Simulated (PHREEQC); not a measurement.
A solution holds 0.0072 mol/kgw NaH2PO4 and 0.004 mol/kgw KOH, at 20 °C. Closed to the air; pH follows from the charge balance.

The numbers come from PHREEQC with the ion-association model, phreeqc.dat.

Precipitation was switched off in this run.

Task: Order these P species by the share of P that they hold, largest first: NaHPO4-, H2PO4-, HPO4-2, KHPO4-.

Result: HPO4-2 (55 %), H2PO4- (44 %), NaHPO4- (0.47 %), KHPO4- (0.26 %)

The pH is 7.16 and the ionic strength 0.0151 mol/kgw.
